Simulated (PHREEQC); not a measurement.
## Alkaline etch or developer with spent oxide etchant: an equilibrium model

Solution A (2.1 mmol/kgw TMAH, 0.028 mmol/kgw CO2 and 0.19 mmol/kgw K2CO3) is mixed with solution B (0.0013 mol/kgw HF, 0.036 mol/kgw H2SiF6, 0.0033 mol/kgw HBF4 and 0.018 mol/kgw HCl) at 25 °C; shares are by mass of water, 1 kg in all. O2 is buffered at 0.21 atm. The system is closed to CO2. Only these solids could form: SiO2(a).

Computed with PHREEQC (ion-association model, wateq4f.dat).

```csv
share of solution B,pH,CO3-2 (mol/kgw),CO2 (mol/kgw)
0,11.29,0.000199,2.02e-10
0.1,2.24,0,0.000196
0.2,1.86,0,0.000174
0.3,1.67,0,0.000153
0.4,1.53,0,0.000131
0.5,1.43,0,0.000109
0.6,1.35,0,8.72e-5
0.7,1.28,0,6.54e-5
0.8,1.23,0,4.36e-5
0.9,1.17,0,2.18e-5
1,1.13,0,0
```

Species that the database lacks are ignored. (CH3)4N+ isn't in the database: it is added as a free cation with an ion size of 4 Å. SiF6-2 is the database's only silicon fluoride. Real BF4- forms and hydrolyses slowly; the run takes it at equilibrium.
